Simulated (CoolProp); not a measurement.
Sulfur dioxide along the isotherm 525 K: density (kg/m³) from the reference equation and from simpler models built on Tc = 430.6 K, pc = 7.887 MPa, ω = 0.256; each cubic takes its own stable root.

Computed with CoolProp (reference Helmholtz-energy equation of state, Gao 2016).

```json
[
 {"p (MPa)": "0.111", "phase": "gas", "reference": "1.633"},
 {"p (MPa)": "0.252", "phase": "gas", "reference": "3.719"},
 {"p (MPa)": "0.573", "phase": "gas", "reference": "8.515"},
 {"p (MPa)": "1.3", "phase": "gas", "reference": "19.64"},
 {"p (MPa)": "2.97", "phase": "gas", "reference": "46.65"},
 {"p (MPa)": "6.76", "phase": "gas", "reference": "117.3"},
 {"p (MPa)": "15.4", "phase": "supercritical", "reference": "348.8"},
 {"p (MPa)": "35", "phase": "supercritical", "reference": "789.6"}
]
```

Question: How far does each simpler model (ideal gas, van der Waals, Redlich-Kwong, Soave-Redlich-Kwong) lie from the reference over these 8 states: mean and median of the absolute difference, and the worst?

Answer: 
- ideal gas: mean 12.1 %, median 4.7 %, worst -35.2 % at 525 K and 15.4 MPa
- van der Waals: mean 4.3 %, median 0.4 %, worst -16.8 % at 525 K and 35 MPa
- Redlich-Kwong: mean 1.8 %, median 0.6 %, worst -5.9 % at 525 K and 35 MPa
- Soave-Redlich-Kwong: mean 2.5 %, median 0.2 %, worst -12.3 % at 525 K and 35 MPa
